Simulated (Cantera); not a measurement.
Feed: 1 mol C3H8, 1.6 mol H2, 0.038 mol NH3, at 2750 °C and 0.100 bar.

These are equilibrium values from Cantera (NASA tables, ideal gas, pure condensed phases), not measurements of a reactor. Candidate condensed phases: C, C6H6, C7H8, C8H18; 92 gas species. Rates play no part.

Base state: H2 0.550, H 0.397, C2H2 (acetylene) 0.0366, C2H 0.00469, C3 0.00398, HCN 0.00341, C4H2 0.00101, HNC 0.000656 (mole fractions); condensed: C(graphite).

Question: What changes in the equilibrium state with this change: temperature from 2750 °C to 2575 °C?

Answer: 
```
species             before     after
----------------  --------  --------
H2                   0.550     0.708
H                    0.397     0.257
C2H2 (acetylene)    0.0366    0.0276
C5                 7.80e-5   6.37e-6
C4                 1.44e-5   1.21e-6
C2                0.000406   5.57e-5
C3                 0.00398  0.000565
C                 0.000630  0.000111
C(graphite), mol      2.25      2.57
```
